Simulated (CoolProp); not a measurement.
Sulfur hexafluoride along the isobar 216 bar: fugacity coefficient from the reference equation and from simpler models built on Tc = 45.6 °C, pc = 37.55 bar, ω = 0.210; each cubic takes its own stable root.

The numbers come from the reference Helmholtz-energy equation of state, Guder 2009 in CoolProp.

| T (°C) | phase | reference | van der Waals | Redlich-Kwong | Soave-Redlich-Kwong | Peng-Robinson |
|---|---|---|---|---|---|---|
| 17.45 | liquid | 0.1484 | 0.2490 | 0.1689 | 0.1568 | 0.1398 |
| 35.45 | liquid | 0.2021 | 0.2905 | 0.2191 | 0.2138 | 0.1909 |
| 53.45 | supercritical | 0.2618 | 0.3323 | 0.2725 | 0.2773 | 0.2481 |
| 71.45 | supercritical | 0.3256 | 0.3742 | 0.3277 | 0.3450 | 0.3094 |
| 89.45 | supercritical | 0.3912 | 0.4155 | 0.3831 | 0.4145 | 0.3726 |
| 107.55 | supercritical | 0.4570 | 0.4561 | 0.4378 | 0.4839 | 0.4361 |
| 125.55 | supercritical | 0.5205 | 0.4953 | 0.4902 | 0.5507 | 0.4975 |
| 143.55 | supercritical | 0.5809 | 0.5331 | 0.5399 | 0.6139 | 0.5560 |
| 161.55 | supercritical | 0.6372 | 0.5692 | 0.5865 | 0.6726 | 0.6108 |
| 179.55 | supercritical | 0.6890 | 0.6035 | 0.6298 | 0.7263 | 0.6614 |
| 197.55 | supercritical | 0.7362 | 0.6359 | 0.6696 | 0.7751 | 0.7078 |
| 215.65 | supercritical | 0.7792 | 0.6666 | 0.7063 | 0.8192 | 0.7502 |
| 233.65 | supercritical | 0.8176 | 0.6952 | 0.7395 | 0.8585 | 0.7884 |
| 251.65 | supercritical | 0.8520 | 0.7219 | 0.7696 | 0.8935 | 0.8228 |
